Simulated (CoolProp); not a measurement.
A single-stage vapour-compression cycle with c-C4F8 (RC318): evaporating at 285.15 K (dew point), condensing at 353.15 K (bubble point), superheat 0 K, subcooling 5 K, compressor efficiency 0.7, no pressure losses. Each further row changes one setting.

Values from CoolProp's reference Helmholtz-energy equation of state, Platzer 1990. This equation is an older, rougher fit; its heat capacities, sound speeds and derivatives of the liquid may be far off and weren't checked against measurements.

| case | cooling COP | pressure ratio | discharge temperature (K) | refrigerating effect (kJ/kg) | volumetric capacity (kJ/m³) |
|---|---|---|---|---|---|
| as stated | (withheld) | 6.66 | 353.1 | 36.2 | 664 |
| evaporating temperature 290.15 K | (withheld) | (withheld) | 353.1 | 39.5 | 858 |
| condensing temperature 348.15 K | (withheld) | 5.95 | 348.1 | 42.5 | 780 |
| subcooling 10 K | (withheld) | 6.66 | 353.1 | (withheld) | 781 |
| superheat 10 K | (withheld) | 6.66 | 353.1 | 44.1 | 775 |
| compressor efficiency 0.6 | (withheld) | 6.66 | 353.1 | 36.2 | 664 |

### Question
Fill in the missing entries.

### Answer

- as stated, cooling COP: 1.37
- evaporating temperature 290.15 K, cooling COP: 1.64
- evaporating temperature 290.15 K, pressure ratio: 5.60
- condensing temperature 348.15 K, cooling COP: 1.68
- subcooling 10 K, cooling COP: 1.61
- subcooling 10 K, refrigerating effect (kJ/kg): 42.6
- superheat 10 K, cooling COP: 1.53
- compressor efficiency 0.6, cooling COP: 1.17

The compression ends wet for: as stated; evaporating temperature 290.15 K; condensing temperature 348.15 K; subcooling 10 K; superheat 10 K; compressor efficiency 0.6.
